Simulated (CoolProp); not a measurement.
Vapour-liquid equilibrium of methanol (1) + hexamethyldisiloxane (MM) (2) at 326.2 K; x and y are mole fractions of (1).

The numbers come from the multi-fluid Helmholtz-energy mixture model, de Reuck 1993 and Thol 2016; pair parameters Bell 2016 in CoolProp.

Question: Give the bubble pressure and the first vapour's composition at x = 0.2, 0.35, 0.8. Is there an azeotrope?

Answer: x = 0.2: 46.42 kPa, y = 0.635; x = 0.35: 57.46 kPa, y = 0.737; x = 0.8: 65.18 kPa, y = 0.832. y crosses x between x = 0.8 and 0.95: the model has an azeotrope there.

Pair parameters are fitted to limited data, so mixtures are less certain than the pure fluids. With so large a gap from Raoult's law the liquid may split in two, which this calculation doesn't test in full.
